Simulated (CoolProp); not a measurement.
Vapour-liquid equilibrium of ethane (1) + n-perfluorobutane (2) at 248.2 K; x and y are mole fractions of (1).

Computed with CoolProp (multi-fluid Helmholtz-energy mixture model, Bücker 2006 and Gao 2022; pair parameters Bell 2016).

| x | bubble pressure, mixture model (MPa) | bubble pressure, Raoult's law (MPa) | y, mixture model | y, Raoult's law |
|---|---|---|---|---|
| 0.05 | 0.1463 | 0.09622 | 0.753 | 0.642 |
| 0.2 | 0.4580 | 0.2761 | 0.923 | 0.895 |
| 0.35 | 0.6770 | 0.4559 | 0.949 | 0.948 |
| 0.5 | 0.8089 | 0.6358 | 0.960 | 0.971 |
| 0.65 | 0.9059 | 0.8157 | 0.968 | 0.984 |
| 0.8 | 1.016 | 0.9955 | 0.977 | 0.993 |
| 0.95 | 1.171 | 1.175 | 0.993 | 0.998 |

The largest gap from Raoult's law is +65.9 % in bubble pressure, at x = 0.2. No azeotrope shows between x = 0.05 and 0.95.

Pair parameters are fitted to limited data, so mixtures are less certain than the pure fluids. The gap from Raoult's law changes sign with composition, which may be real or a fault of the pair parameters; it wasn't checked against measurements. With so large a gap from Raoult's law the liquid may split in two, which this calculation doesn't test in full.
